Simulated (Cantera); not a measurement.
# Thermodynamics of abatement and gas-phase synthesis, feed NH₃ + SO₂

Feed: 1 mol NH₃, 0.32 mol SO₂, at 3002 °C.

Equilibrium computed with Cantera from the NASA thermochemical tables; the gas is ideal and each condensed phase is pure. Candidate condensed phases: H₂O, H₂SO₄, S; 35 gas species. The ideal-gas law is rough above about 30 bar. Equilibrium is a limit: real reactors are often held back by kinetics, nucleation or transport.

```tsv
P (Pa)	log p H	log p H₂	log p H₂O	log p N₂	log p O	log p S	log p H₂S	log p SO	log p OH	log p SH	log p S₂	log p SO₂
10	-4.17	-7.42	-10.71	-4.96	-4.85	-5.15	-13.43	-7.94	-7.86	-8.98	-9.74	-11.45
84	-3.25	-5.57	-7.95	-4.03	-3.93	-4.22	-10.67	-6.10	-6.02	-7.13	-7.89	-8.70
710	-2.34	-3.75	-5.24	-3.08	-3.04	-3.32	-7.94	-4.31	-4.23	-5.32	-6.09	-6.02
6000	-1.52	-2.11	-2.89	-2.08	-2.33	-2.49	-5.47	-2.78	-2.70	-3.67	-4.42	-3.78
50000	-0.89	-0.84	-1.30	-1.05	-2.01	-1.68	-3.40	-1.64	-1.74	-2.23	-2.82	-2.31
420000	-0.37	0.19	-0.13	-0.06	-1.87	-0.94	-1.62	-0.77	-1.09	-0.97	-1.33	-1.31
3600000	0.10	1.13	0.92	0.90	-1.76	-0.35	-0.09	-0.06	-0.50	0.09	-0.15	-0.49
30000000	0.54	2.02	1.92	1.85	-1.65	0.10	1.25	0.50	0.05	0.98	0.76	0.18
```
log p: log10 of the partial pressure in bar; nothing condenses.

From 0.000100 bar to 300 bar nothing is condensed.
